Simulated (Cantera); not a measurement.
# Catalytic combustion on Pt

An isothermal plug-flow reactor at 973 K and 760 Torr (inlet), inlet velocity 2.9 m/s, active area per volume 4500 1/m; feed 1.22 % H₂, 2.37 % O₂, 96.4 % N₂, equivalence ratio 0.26.

Model: Deutschmann's 1995 Pt surface mechanism with GRI-Mech 3.0 gas chemistry, integrated in Cantera. Catalytic surfaces can have several steady states; this one follows from the mechanism file's or the stated starting coverage. Mass transfer to the wall is taken as infinitely fast.

```tsv
z (m)	x H₂	x O₂	x H₂O	θ free Pt	θ O*	θ OH*
4.9e-05	0.00249	0.0189	0.00975	0.349	0.649	0.00252
8.2e-05	0.00135	0.0184	0.0109	0.298	0.700	0.00246
0.00014	0.000517	0.0180	0.0117	0.271	0.727	0.00243
0.00023	0.000128	0.0178	0.0121	0.260	0.737	0.00242
0.00038	1.31e-5	0.0177	0.0122	0.257	0.740	0.00241
0.00064	2.59e-7	0.0177	0.0123	0.257	0.741	0.00241
0.0011	3.40e-10	0.0177	0.0123	0.257	0.741	0.00241
0.0018	9.15e-11	0.0177	0.0123	0.257	0.741	0.00241
0.003	9.15e-11	0.0177	0.0123	0.257	0.741	0.00241
0.0049	9.15e-11	0.0177	0.0123	0.257	0.741	0.00241
```
x: gas mole fraction; θ: surface coverage.
